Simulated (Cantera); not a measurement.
Input: 1 mol BN, 19 mol HF, 3.6 mol N2, equilibrated at 1750 °C and 33.0 Pa.

Method: chemical equilibrium by Gibbs-energy minimisation in Cantera with the NASA 1993 tables (ideal gas, pure condensed phases). Candidate condensed phases: B, BN; 31 gas species. The tables' values for BF2 are old estimates; treat these amounts as uncertain. Kinetics and transport are ignored.

Base state: HF 0.706, N2 0.178, H2 0.0487, BF3 0.0345, H 0.0231, BF2 0.00784, BF 0.00117, F 0.000151 (mole fractions); condensed: gas only.

Problem. What changes in the equilibrium state with this change: pressure from 33.0 Pa to 6.40 mbar?

Solution. 
```
species    before    after
-------  --------  -------
HF          0.706    0.708
N2          0.178    0.181
H2         0.0487   0.0618
H          0.0231  0.00590
BF3        0.0345   0.0415
BF        0.00117  9.19e-5
F        0.000151  3.05e-5
BF2       0.00784  0.00241
```
